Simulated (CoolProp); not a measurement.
R365MFC along the isobar 0.101 MPa: density (kg/m³) from the reference equation and from simpler models built on Tc = 460.0 K, pc = 3.266 MPa, ω = 0.377; each cubic takes its own stable root.

The numbers come from the reference Helmholtz-energy equation of state, Lemmon 2016 in CoolProp.

| T (K) | phase | reference |
|---|---|---|
| 292.6 | liquid | 1269 |
| 306.7 | liquid | 1239 |
| 320.8 | gas | 5.850 |
| 334.9 | gas | 5.565 |
| 348.9 | gas | 5.313 |
| 363 | gas | 5.085 |
| 377.1 | gas | 4.878 |
| 391.2 | gas | 4.689 |
| 405.2 | gas | 4.517 |
| 419.3 | gas | 4.357 |
| 433.4 | gas | 4.208 |
| 447.5 | gas | 4.070 |
| 461.6 | gas | 3.941 |
| 475.6 | gas | 3.821 |
| 489.7 | gas | 3.707 |

How far does each simpler model (van der Waals, Peng-Robinson) lie from the reference over these 15 states: mean and median of the absolute difference, and the worst?


- van der Waals: mean 13.9 %, median 0.6 %, worst -99.5 % at 306.7 K and 0.101 MPa
- Peng-Robinson: mean 0.7 %, median 0.1 %, worst +4.4 % at 306.7 K and 0.101 MPa

At some of these states van der Waals gives the other phase, because its saturation line lies elsewhere.
